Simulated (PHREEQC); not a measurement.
A PHREEQC input (ion-association model, phreeqc.dat):

```
SOLUTION 1
  temp 25
  units mg/L
  pH 12.5
  pe 11
  Na 0.00393
  K 0.000617
  Ca 0.00926
  Mg 0.00676
  Cl 0.0101
  S(6) 0.0337 as SO4
  Alkalinity 0.0145 as HCO3
  O(0) 0.00018
  Ba 0.00011
  Pb 0.00594
END
USE solution 1
EQUILIBRIUM_PHASES 1
  Gypsum 0 0
  CO2(g) -2 10
END
```

It stops with these messages:

```
WARNING: Maximum iterations exceeded, 100
WARNING: Maximum iterations exceeded, 100
WARNING: The program has failed to converge to a numerical solution.
ERROR:           Alkalinity has not converged. Total: 2.377584e-07	Calculated: 3.681145e-02	Residual: -3.681121e-02
ERROR: Is non-carbonate alkalinity greater than total alkalinity?
ERROR:                   Ba has not converged. Total: 8.013631e-10	Calculated: 7.121646e-10	Residual: 8.919851e-11
ERROR:                   Ca has not converged. Total: 2.311623e-07	Calculated: 2.108439e-07	Residual: 2.031841e-08
ERROR:                   Cl has not converged. Total: 2.850375e-07	Calculated: 3.273411e-07	Residual: -4.230355e-08
ERROR:                    K has not converged. Total: 1.578774e-08	Calculated: 1.814530e-08	Residual: -2.357566e-09
ERROR:                   Mg has not converged. Total: 2.782016e-07	Calculated: 2.684257e-07	Residual: 9.775935e-09
ERROR:                   Na has not converged. Total: 1.710374e-07	Calculated: 1.953969e-07	Residual: -2.435947e-08
ERROR:                 O(0) has not converged. Total: 1.125605e-08	Calculated: 1.128873e-08	Residual: -3.267729e-11
ERROR:                   Pb has not converged. Total: 2.868477e-08	Calculated: 7.547728e-09	Residual: 2.113704e-08
ERROR:                 S(6) has not converged. Total: 3.509966e-07	Calculated: 3.115023e-07	Residual: 3.949427e-08
ERROR:                   Mu Ionic strength has not converged. 	Residual: 6.262055e-04
ERROR:               A(H2O) Activity of water has not converged. 	Residual: 6.257928e-04
ERROR: Model failed to converge for initial solution  1.
```

Find the cause and the fix.

The fault: pH typed as 12.5 with the alkalinity kept. The line should read `pH 5.94` where the input has `pH 12.5`. With the mend the run ends at pH 4.91 and ionic strength 1.44e-5 mol/kgw.
